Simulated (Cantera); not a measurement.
Cantera run:

```python
import numpy as np
import cantera as ct

gas_names = """
    H HO2 H2 H2O H2O2 O OH O2 O3 Si SiH SiH2 SiH3 SiH4 SiO SiO2 Si2 Si3
""".split()
cond_names = """
    H2O(s) H2O(L) Si(cr) Si(L) SiO2(Lqz) SiO2(hqz) SiO2(L)
""".split()


# ... load() reads the species with a 1 bar reference pressure and builds the phases ...
atoms = {
    'SiO2': {'Si': 1, 'O': 2},
    'Si': {'Si': 1},
    'H2': {'H': 2},
}
top_T = {}  # K; cautious upper limits of use, not melting points


# ... equilibrate(T, P, feed) seeds the gas with the atoms and calls Mixture.equilibrate('TP', solver="vcs", rtol=1e-11, max_steps=5000) ...
results = []
P = 13332.2  # Pa
for T in [2275, 2300, 2325, 2350, 2375, 2400, 2425, 2450, 2475, 2500, 2525, 2550]:
    for m in [0.83, 1.4, 1.9, 2.4, 3, 3.5, 4, 4.6, 5.1]:
        feed = {'SiO2': 1, 'Si': 0.0051, 'H2': m}  # mol
        mix = equilibrate(T, P, feed)
        results.append((T, P, feed, dict(zip(mix.species_names, mix.species_moles))))

for T, P, feed, n in results:
    print(f"{T:7g} {feed['H2']:10.4g}  " + (" + ".join(c for c in cond_names if n.get(c, 0) > 1e-12) or "gas only"))
```

Result:

```
   2275       0.83  SiO2(L)
   2275        1.4  SiO2(L)
   2275        1.9  SiO2(L)
   2275        2.4  SiO2(L)
   2275          3  SiO2(L)
   2275        3.5  SiO2(L)
   2275          4  SiO2(L)
   2275        4.6  SiO2(L)
   2275        5.1  SiO2(L)
   2300       0.83  SiO2(L)
   2300        1.4  SiO2(L)
   2300        1.9  SiO2(L)
   2300        2.4  SiO2(L)
   2300          3  SiO2(L)
   2300        3.5  SiO2(L)
   2300          4  SiO2(L)
   2300        4.6  SiO2(L)
   2300        5.1  SiO2(L)
   2325       0.83  SiO2(L)
   2325        1.4  SiO2(L)
   2325        1.9  SiO2(L)
   2325        2.4  SiO2(L)
   2325          3  SiO2(L)
   2325        3.5  SiO2(L)
   2325          4  SiO2(L)
   2325        4.6  SiO2(L)
   2325        5.1  gas only
   2350       0.83  SiO2(L)
   2350        1.4  SiO2(L)
   2350        1.9  SiO2(L)
   2350        2.4  SiO2(L)
   2350          3  SiO2(L)
   2350        3.5  SiO2(L)
   2350          4  SiO2(L)
   2350        4.6  gas only
   2350        5.1  gas only
   2375       0.83  SiO2(L)
   2375        1.4  SiO2(L)
   2375        1.9  SiO2(L)
   2375        2.4  SiO2(L)
   2375          3  SiO2(L)
   2375        3.5  SiO2(L)
   2375          4  gas only
   2375        4.6  gas only
   2375        5.1  gas only
   2400       0.83  SiO2(L)
   2400        1.4  SiO2(L)
   2400        1.9  SiO2(L)
   2400        2.4  SiO2(L)
   2400          3  SiO2(L)
   2400        3.5  gas only
   2400          4  gas only
   2400        4.6  gas only
   2400        5.1  gas only
   2425       0.83  SiO2(L)
   2425        1.4  SiO2(L)
   2425        1.9  SiO2(L)
   2425        2.4  SiO2(L)
   2425          3  SiO2(L)
   2425        3.5  gas only
   2425          4  gas only
   2425        4.6  gas only
   2425        5.1  gas only
   2450       0.83  SiO2(L)
   2450        1.4  SiO2(L)
   2450        1.9  SiO2(L)
   2450        2.4  SiO2(L)
   2450          3  gas only
   2450        3.5  gas only
   2450          4  gas only
   2450        4.6  gas only
   2450        5.1  gas only
   2475       0.83  SiO2(L)
   2475        1.4  SiO2(L)
   2475        1.9  SiO2(L)
   2475        2.4  SiO2(L)
   2475          3  gas only
   2475        3.5  gas only
   2475          4  gas only
   2475        4.6  gas only
   2475        5.1  gas only
   2500       0.83  SiO2(L)
   2500        1.4  SiO2(L)
   2500        1.9  SiO2(L)
   2500        2.4  gas only
   2500          3  gas only
   2500        3.5  gas only
   2500          4  gas only
   2500        4.6  gas only
   2500        5.1  gas only
   2525       0.83  SiO2(L)
   2525        1.4  SiO2(L)
   2525        1.9  SiO2(L)
   2525        2.4  gas only
   2525          3  gas only
   2525        3.5  gas only
   2525          4  gas only
   2525        4.6  gas only
   2525        5.1  gas only
   2550       0.83  SiO2(L)
   2550        1.4  SiO2(L)
   2550        1.9  gas only
   2550        2.4  gas only
   2550          3  gas only
   2550        3.5  gas only
   2550          4  gas only
   2550        4.6  gas only
   2550        5.1  gas only
```

Cantera equilibrium calculation (NASA polynomials, part measured and part estimated; ideal gas, pure solids and liquids). The tables hold silica as quartz up to 1696 K and as liquid above; real silica turns to tridymite and cristobalite and melts near 1996 K.
